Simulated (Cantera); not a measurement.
## Hydrogen reduction and annealing atmospheres: V₂O₅ + H₂

Input: 1 mol V₂O₅, a varied amount of H₂, at 1.80 mbar.

Cantera equilibrium calculation (NASA polynomials, part measured and part estimated; ideal gas, pure solids and liquids). Candidate condensed phases: H₂O, V, VO, V₂O₃, V₂O₄, V₂O₅; 12 gas species. Mutual solubility and eutectic melting of coexisting phases are not modelled. Condensed phases not in the tables: the oxides between V₂O₃ and V₂O₅ other than VO₂. Gases not in the tables: V₄O₁₀. Kinetics and transport are ignored.

Q: Map the stable condensed phases over T = 525, 600, 675, 750, 825, 900, 975, 1050, 1125, 1200, 1275, 1350, 1425, 1500 °C and n(H₂) in mol = 0.56, 0.65, 0.75, 0.88, 1, 1.2, 1.4, 1.6, 1.8, 2.1, 2.5, 2.9, 3.3.

A: 
```
T in °C \ n(H₂) in mol
         0.56 0.65 0.75 0.88    1  1.2  1.4  1.6  1.8  2.1  2.5  2.9  3.3
   1500     A    A    A    A    B    B    B    B    B    C    C    C    C
   1425     A    A    A    A    B    B    B    B    B    C    C    C    C
   1350     A    A    A    A    A    B    B    B    B    C    C    C    C
   1275     A    A    A    A    A    B    B    B    B    C    C    C    C
   1200     A    A    A    A    A    B    B    B    B    C    C    C    C
   1125     A    A    A    A    A    B    B    B    B    C    C    C    C
   1050     A    A    A    A    A    B    B    B    B    C    C    C    C
    975     A    A    A    A    A    B    B    B    B    C    C    C    C
    900     A    A    A    A    A    B    B    B    B    C    C    C    C
    825     A    A    A    A    A    B    B    B    B    C    C    C    C
    750     D    D    A    A    A    B    B    B    B    C    C    C    C
    675     D    D    D    D    A    B    B    B    B    C    C    C    C
    600     D    D    D    D    A    B    B    B    B    C    C    C    C
    525     D    D    D    D    A    B    B    B    B    C    C    C    C
```
A: V₂O₄; B: V₂O₃ + V₂O₄; C: V₂O₃; D: V₂O₄ + V₂O₅.
